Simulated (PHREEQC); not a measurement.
Consider water at 22 °C with 0.018 mol/kgw TMAH, 0.0037 mol/kgw H3BO3 and 0.0094 mol/kgw K3PO4. Closed to the air; pH follows from the charge balance.

The numbers come from PHREEQC with the ion-association model, phreeqc.dat.

The pH is 12.23 and the ionic strength is 0.0686 mol/kgw. The total alkalinity is 36.8 meq/kg.

```
species   molality  activity   log γ
--------  --------  --------  ------
K+          0.0281    0.0223  -0.101
(CH3)4N+    0.0180    0.0143  -0.099
OH-         0.0171    0.0135  -0.102
PO4-3      0.00656  0.000845  -0.890
H2BO3-     0.00370   0.00297  -0.095
HPO4-2     0.00277   0.00118  -0.372
KHPO4-     6.31e-5   5.12e-5  -0.091
H3BO3      3.18e-6   3.23e-6   0.007
H2PO4-     1.41e-8   1.14e-8  -0.091
```

This is a speciation only: nothing precipitates in the calculation. (CH3)4N+ isn't in the database: it is added as a free cation with an ion size of 4 Å.
